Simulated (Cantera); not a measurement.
Input: 1 mol trisilylamine, a varied amount of N2, 5.3 mol H2, held at 1652 °C and 0.133 bar.

Cantera equilibrium calculation (NASA polynomials, part measured and part estimated; ideal gas, pure solids and liquids). Candidate condensed phases: Si, Si3N4; 18 gas species. The feed counts by its element totals alone. Gases not in the tables: Si2H6 and higher silanes. Rates play no part.

Q: At 30 mol N2, list the 6 most abundant gas species with their mole fractions, and the condensed phases.

A: N2 0.744, H2 0.255, H 0.00132, Si 9.24e-5, SiH 1.39e-5, SiH2 1.23e-5. Condensed: Si3N4(s).
